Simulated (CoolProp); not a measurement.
Model: reference Helmholtz-energy equation of state, Span 2000, in CoolProp.

Problem. For nitrogen, give the phase and the density (kg/m³), speed of sound (m/s), expansivity (1/kK), conductivity (mW/(m K)) at -132.15 °C and 509 kPa.

Solution. 
- -132.15 °C and 509 kPa: gas; density 12.6, speed of sound 238, expansivity 7.94, conductivity 13.5

Thermal conductivity comes from a separate model (Lemmon 2004).
